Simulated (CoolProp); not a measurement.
Properties of ethanol along the isotherm 620 K.

Model: reference Helmholtz-energy equation of state, Schroeder 2014, in CoolProp.

| p (MPa) | phase | density (kg/m³) | isothermal compressibility (1/MPa) | viscosity (µPa s) | conductivity (mW/(m K)) |
|---|---|---|---|---|---|
| 0.0297 | gas | 0.2656 | 33.69 | 18.1 | 53.5 |
| 0.0502 | gas | 0.4491 | 19.94 | 18.1 | 53.5 |
| 0.0847 | gas | 0.7582 | 11.83 | 18.1 | 53.6 |
| 0.143 | gas | 1.282 | 7.012 | 18.1 | 53.6 |
| 0.241 | gas | 2.164 | 4.169 | 18.1 | 53.8 |
| 0.407 | gas | 3.666 | 2.477 | 18.1 | ? |
| 0.687 | gas | 6.223 | 1.476 | 18.2 | 54.5 |
| 1.16 | gas | 10.61 | 0.8824 | 18.3 | 55.3 |
| 1.96 | gas | 18.22 | 0.5313 | ? | 56.8 |
| 3.3 | gas | 31.59 | 0.3257 | 18.8 | 59.5 |
| 5.57 | gas | ? | 0.2058 | 19.8 | 65.0 |
| 9.4 | supercritical | ? | ? | ? | 77.2 |

### Question
Complete the blanks.

### Answer

- 0.407, conductivity (mW/(m K)): 54.1
- 1.96, viscosity (µPa s): 18.4
- 5.57, density (kg/m³): 56.35
- 9.4, density (kg/m³): 107.0
- 9.4, isothermal compressibility (1/MPa): 0.1421
- 9.4, viscosity (µPa s): 22.7

Viscosity comes from a separate model (Kiselev 2005). Thermal conductivity comes from a separate model (Assael 2013).
